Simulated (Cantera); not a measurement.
Feed: 1 mol Fe2O3, 2.7 mol C, 3.1 mol N2, equilibrated at 13300 Pa.

Method: chemical equilibrium by Gibbs-energy minimisation in Cantera with the NASA 1993 tables (ideal gas, pure condensed phases). Candidate condensed phases: C, Fe, Fe(CO)5, FeO, Fe2O3, Fe3O4; 27 gas species. Each liquid is taken as pure. Mutual solubility and eutectic melting of coexisting phases are not modelled. The tables' stoichiometric FeO is somewhat more stable than real wüstite, so its field is too wide. FeO: taken at fixed stoichiometry. Rates play no part.

**Question.** Which condensed phases are stable at each of these points (T (K)): 1275, 1350, 1425, 1500, 1575, 1650, 1725, 1800, 1875, 1950, 2025, 2100?

**Answer.** 
```json
[
 {"T (K)": "1275", "condensed phases": "Fe(γ)", "Fe condensed (%)": "100.0"},
 {"T (K)": "1350", "condensed phases": "Fe(γ)", "Fe condensed (%)": "100.0"},
 {"T (K)": "1425", "condensed phases": "Fe(γ)", "Fe condensed (%)": "100.0"},
 {"T (K)": "1500", "condensed phases": "Fe(γ)", "Fe condensed (%)": "100.0"},
 {"T (K)": "1575", "condensed phases": "Fe(γ)", "Fe condensed (%)": "100.0"},
 {"T (K)": "1650", "condensed phases": "Fe(γ)", "Fe condensed (%)": "100.0"},
 {"T (K)": "1725", "condensed phases": "Fe(δ)", "Fe condensed (%)": "100.0"},
 {"T (K)": "1800", "condensed phases": "Fe(δ) + FeO(l)", "Fe condensed (%)": "99.9"},
 {"T (K)": "1875", "condensed phases": "Fe(l) + FeO(l)", "Fe condensed (%)": "99.8"},
 {"T (K)": "1950", "condensed phases": "Fe(l) + FeO(l)", "Fe condensed (%)": "99.6"},
 {"T (K)": "2025", "condensed phases": "Fe(l) + FeO(l)", "Fe condensed (%)": "98.9"},
 {"T (K)": "2100", "condensed phases": "Fe(l) + FeO(l)", "Fe condensed (%)": "97.7"}
]
```

From 1275 K to 1650 K the condensed part is Fe(γ). At 1725 K the condensed part is Fe(δ). At 1800 K the condensed part is Fe(δ) + FeO(l). From 1875 K to 2100 K the condensed part is Fe(l) + FeO(l).
